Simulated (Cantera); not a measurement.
Feed: 1 mol H2O, 9.3 mol H2, 0.06 mol SO2, equilibrated at 3248.15 K and 10500 Torr.

Method: chemical equilibrium by Gibbs-energy minimisation in Cantera with the NASA 1993 tables (ideal gas, pure condensed phases). Candidate condensed phases: H2O, H2SO4, S; 19 gas species. Kinetics and transport are ignored.

### Question
What is the equilibrium state?

### Answer
- x(H2): 0.814
- x(H2O): 0.0996
- x(H): 0.0770
- x(OH): 0.00373
- x(SH): 0.00252
- x(H2S): 0.00160
- x(S): 0.000951
- x(SO): 0.000368
- x(O): 0.000211
- gas amount: 10.77 mol
- log10 activity of S(l) (absent): -3.48
